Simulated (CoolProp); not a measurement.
Values from CoolProp's reference Helmholtz-energy equation of state, Guder 2009.

Task: Give the vapour pressure (kPa), vapour density (kg/m³), enthalpy of vaporisation (kJ/kg), liquid cp (kJ/(kg K)) of saturated sulfur hexafluoride at -7.35 °C.

Result: 
```json
[
 {"T (°C)": "-7.35", "p (kPa)": "1020", "vapour density (kg/m³)": "83.9", "enthalpy of vaporisation (kJ/kg)": "89.0", "liquid cp (kJ/(kg K))": "0.996"}
]
```
